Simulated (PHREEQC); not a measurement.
## Acid mine or pickling water

Model water analysis in mg/L, 25 °C, pH 4.07, pe 8.9:

```
constituent  mg/L
-----------  ----
Na            682
K            28.6
Ca            252
Mg            168
Cl            184
S(6) as SO4  2510
Mn(2)        6.39
```

Na is adjusted to close the charge balance.
Valence states are taken as typed.

Model: ion-association model, wateq4f.dat, run in PHREEQC.

Each row changes one thing in this solution. This is a speciation only: nothing precipitates in the calculation.

| case | ionic strength (mol/kgw) | Na+ (mol/kgw) | SO4-2 (mol/kgw) | Mg+2 (mol/kgw) | Ca+2 (mol/kgw) | MgSO4 (mol/kgw) | SI of Gypsum (CaSO4:2H2O) | SI of Halite (NaCl) |
|---|---|---|---|---|---|---|---|---|
| as made | 0.0720 | 0.0289 | 0.0193 | 0.00382 | 0.00378 | 0.00311 | -0.31 | -5.60 |
| Mn(2) from 6.39 to 12.8 mg/L | 0.0719 | [?] | 0.0192 | 0.00383 | 0.00378 | 0.00311 | -0.31 | -5.61 |
| all concentrations times 4 at the same typed pH | 0.257 | [?] | 0.0665 | 0.0123 | 0.0128 | 0.0157 | +0.41 | -4.51 |

**Question.** Fill in the missing entries.

**Answer.** 
- Mn(2) from 6.39 to 12.8 mg/L, Na+ (mol/kgw): 0.0286
- all concentrations times 4 at the same typed pH, Na+ (mol/kgw): 0.111

Complexes and solids missing from the database can't appear. Some of these states are supersaturated (in Gypsum, for instance).
